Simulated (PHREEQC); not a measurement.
A solution holds 1.4 mmol/kgw HF, 0.2 mmol/kgw NH4F and 41 mmol/kgw H2SiF6, at 20 °C. Closed to the air; pH follows from the charge balance.

All values are PHREEQC results (ion-association model, phreeqc.dat), not measurements.

**Question.** The ionic strength comes out as 0.120 mol/kgw. What activity coefficients do F-, SiF6-2, NH4+, H+, HF2- get?

**Answer.** F- 0.75, SiF6-2 0.36, NH4+ 0.73, H+ 0.82, HF2- 0.77.

Precipitation was switched off in this run. Saturation is exceeded, for instance for Quartz (slow to form), Chalcedony (slow to form); the values hold only as long as no solid forms. Species that the database lacks are ignored. SiF6-2 is the database's only silicon fluoride.
